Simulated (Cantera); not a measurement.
Mixture: CH₄ : C₂H₆ : O₂ : N₂ : H₂O = 1 : 0.076 : 1.51 : 5.68 : 1.3 (molar parts), equivalence ratio 1.5, at 3.90 bar, adiabatic and at constant pressure. Ignition delay is the time to a rise of 400 K.

Model: GRI-Mech 3.0 (53 species, 325 reactions), integrated in Cantera.

Problem. What does this change do: constant volume in place of constant pressure?

Solution. 
```
quantity                                                before       after
--------------------------------------------------  ----------  ----------
delay at 1298 K                                        1.39 ms     1.28 ms
delay at 1348 K                                       0.885 ms    0.803 ms
delay at 1398 K                                       0.560 ms    0.504 ms
delay at 1448 K                                       0.353 ms    0.316 ms
delay at 1498 K                                       0.223 ms    0.198 ms
delay at 1548 K                                       0.142 ms    0.125 ms
delay at 1598 K                                        91.5 µs     80.4 µs
apparent activation energy between 1498 and 1598 K  180 kJ/mol  180 kJ/mol
```
